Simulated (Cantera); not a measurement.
Input: 1 mol SiH4, 0.011 mol CH4, 15 mol H2, held at 1150 °C and 630 Pa.

Cantera equilibrium calculation (NASA polynomials, part measured and part estimated; ideal gas, pure solids and liquids). Candidate condensed phases: C, C6H6, C7H8, C8H18, Si, SiC; 87 gas species. Mutual solubility and eutectic melting of coexisting phases are not modelled. Kinetics and transport are ignored.

Base state: H2 1.000, H 8.37e-5 (mole fractions); condensed: Si(s) + SiC(s).

Question: What changes in the equilibrium state with this change: SiH4 replaced by SiCl4?

Answer: 
```tsv
species	before	after
H2	1.000	0.824
HCl	0	0.120
SiCl2	0	0.0529
SiCl3	0	0.00234
SiCl4	0	0.000409
Si(s), mol	0.989	0.0394
SiC(s), mol	0.0110	0.0110
```
The tables' values for SiCl3 are old estimates; treat these amounts as uncertain.
